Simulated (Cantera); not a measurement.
Feed: 1 mol Si, 1.6 mol Cl2, 2.4 mol H2, equilibrated at 975 K and 1 atm.

Equilibrium computed with Cantera from the NASA thermochemical tables; the gas is ideal and each condensed phase is pure. Candidate condensed phases: Si; 19 gas species. The tables' values for SiCl3 are old estimates; treat these amounts as uncertain. Kinetics and transport are ignored.

Base state: H2 0.716, SiCl4 0.189, SiHCl3 0.0804, HCl 0.00962, SiH2Cl2 0.00358, SiCl3 0.00118, SiCl2 0.000209, SiH3Cl 4.03e-5 (mole fractions); condensed: Si(s).

Q: What changes in the equilibrium state with this change: Si replaced by SiCl4?

A: 
| species | before | after |
|---|---|---|
| HCl | 0.00962 | 0.640 |
| SiCl4 | 0.189 | 0.200 |
| H2 | 0.716 | 0.160 |
| SiHCl3 | 0.0804 | 0.000285 |
| SiH2Cl2 | 0.00358 | 4.25e-8 |
| SiH3Cl | 4.03e-5 | <1e-9 |
| SiCl2 | 0.000209 | 1.11e-8 |
| Si(s), mol | 0.137 | 0 |
